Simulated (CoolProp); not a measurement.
Saturation properties of methanol.

Model: reference Helmholtz-energy equation of state, de Reuck 1993, in CoolProp.

| T (K) | p (MPa) | surface tension (mN/m) | liquid conductivity (mW/(m K)) |
|---|---|---|---|
| 363.6 | 0.2596 | 16.5 | 188 |
| 368.9 | 0.3089 | 16.0 | ___ |
| 374.2 | 0.3656 | 15.5 | 186 |
| 379.4 | 0.4291 | 15.0 | 185 |
| 384.7 | 0.5027 | 14.5 | 183 |
| 390 | 0.5862 | 13.9 | 182 |
| 395.3 | 0.6804 | 13.4 | 181 |
| 400.5 | 0.7842 | 12.9 | 180 |
| 405.8 | ___ | 12.3 | 179 |
| 411.1 | ___ | ___ | 178 |
| 416.4 | 1.182 | 11.2 | 177 |

Question: Fill in the missing entries.

Answer: 
- 368.9, liquid conductivity (mW/(m K)): 187
- 405.8, p (MPa): 0.9027
- 411.1, p (MPa): 1.035
- 411.1, surface tension (mN/m): 11.8

It boils at 337.6 K under 1 atm.

Thermal conductivity comes from a separate model (Sykioti 2013). Surface tension comes from a separate correlation (Mulero 2012).
